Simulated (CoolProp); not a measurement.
The numbers come from the reference Helmholtz-energy equation of state, Thol 2015 in CoolProp.

Q: For octamethylcyclotetrasiloxane (D4), give the phase and the isothermal compressibility (1/MPa), expansivity (1/kK) at 620 K and 505 kPa; 620 K and 1010 kPa; 620 K and 2020 kPa.

A: 
- 620 K and 505 kPa: gas; isothermal compressibility 2.25, expansivity 2.54
- 620 K and 1010 kPa: gas; isothermal compressibility 1.38, expansivity 4.53
- 620 K and 2020 kPa: supercritical; isothermal compressibility 1.16, expansivity 23.3
